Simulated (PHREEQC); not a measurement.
Dissolve 0.0044 mol MnSO4 per kg of water at 85 °C. Closed to the air; pH follows from the charge balance.

Model: ion-association model with the Davies equation for every ion, phreeqc.dat, run in PHREEQC.

This is a speciation only: nothing precipitates in the calculation.

Question: Estimate the pH, ionic strength.

Answer: pH 5.89; ionic strength 0.0118 mol/kgw.

Question: In which forms is S present?

Answer: SO4-2 67 %, MnSO4 33 % of the S.

Constants without temperature data keep their 25 °C values here.
